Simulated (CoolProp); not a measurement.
Aqueous ethanol as a coolant, 6 % by mass, freezing at -2.5 °C, 1 atm.

Values from CoolProp's Melinder's fits for secondary coolants.

| T (°C) | density (kg/m³) | Prandtl number | viscosity (mPa s) | conductivity (W/(m K)) |
|---|---|---|---|---|
| 0.5 | 989.7 | 21.2 | 2.57 | (withheld) |
| 9.5 | 989.3 | (withheld) | 1.79 | 0.540 |
| 18.4 | 987.9 | (withheld) | (withheld) | (withheld) |
| 27.4 | (withheld) | 7.96 | 1.06 | (withheld) |
| 36.3 | 982.6 | (withheld) | 0.859 | 0.578 |

Task: Complete the blanks.

Result: 
- 0.5, conductivity (W/(m K)): 0.527
- 9.5, Prandtl number: 14.3
- 18.4, Prandtl number: 10.4
- 18.4, viscosity (mPa s): 1.35
- 18.4, conductivity (W/(m K)): 0.553
- 27.4, density (kg/m³): 985.6
- 27.4, conductivity (W/(m K)): 0.566
- 36.3, Prandtl number: 6.29
